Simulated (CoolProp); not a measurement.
Vapour-liquid equilibrium of R125 (1) + R227EA (2) at 196.3 K; x and y are mole fractions of (1).

Model: multi-fluid Helmholtz-energy mixture model, Lemmon 2005 and Lemmon 2016; pair parameters Bell 2016, in CoolProp.

Question: Give the bubble pressure and the first vapour's composition at x = 0.575, 0.8, 0.875. Is there an azeotrope?

Answer: x = 0.575: 0.01233 MPa, y = 0.905; x = 0.8: 0.01598 MPa, y = 0.965; x = 0.875: 0.01720 MPa, y = 0.979. No azeotrope shows between x = 0.05 and 0.95.

Pair parameters are fitted to limited data, so mixtures are less certain than the pure fluids.
